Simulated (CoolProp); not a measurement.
Vapour-liquid equilibrium of propylene (1) + isobutane (2) at 6.37 bar; x and y are mole fractions of (1).

Computed with CoolProp (multi-fluid Helmholtz-energy mixture model, Lemmon 2013 and Bücker 2006; pair parameters Bell 2016).

| x | bubble temperature, mixture model (K) | bubble temperature, Raoult's law (K) | y, mixture model | y, Raoult's law |
|---|---|---|---|---|
| 0.05 | 315.9 | 316.4 | (withheld) | 0.139 |
| 0.15 | 309.6 | 309.5 | (withheld) | 0.357 |
| 0.25 | 305.1 | 303.6 | 0.445 | 0.518 |
| 0.35 | 301.3 | 298.4 | 0.552 | 0.639 |
| 0.45 | 297.7 | 293.9 | 0.650 | 0.733 |
| 0.55 | 294.0 | 289.9 | 0.741 | 0.807 |
| 0.65 | 290.1 | 286.3 | (withheld) | 0.866 |
| 0.75 | 285.9 | 283.0 | (withheld) | 0.914 |
| 0.85 | 281.7 | 280.1 | 0.952 | 0.953 |
| 0.95 | 277.8 | 277.4 | 0.988 | 0.986 |

Problem. Some entries are withheld; supply them.

Solution. 
- 0.05, y, mixture model: 0.133
- 0.15, y, mixture model: 0.316
- 0.65, y, mixture model: 0.825
- 0.75, y, mixture model: 0.897

The largest gap from Raoult's law is +4.1 K in bubble temperature, at x = 0.55. No azeotrope shows between x = 0.05 and 0.95.

The pair parameters rest on a limited set of measurements; away from them the model extrapolates. The gap from Raoult's law changes sign with composition, which may be real or a fault of the pair parameters; it wasn't checked against measurements.
